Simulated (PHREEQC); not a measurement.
Dissolve 0.031 mol CaCl2 and 0.023 mol CO2 per kg of water at 30 °C. Closed to the air; pH follows from the charge balance.

All values are PHREEQC results (Pitzer model, pitzer.dat), not measurements.

**Question.** The ionic strength comes out as 0.0931 mol/kgw. What activity coefficients do Ca+2, H+, Cl-, HCO3- get?

**Answer.** Ca+2 0.39, H+ 0.80, Cl- 0.77, HCO3- 0.83. Single-ion values are on the MacInnes scale.

This is a speciation only: nothing precipitates in the calculation.
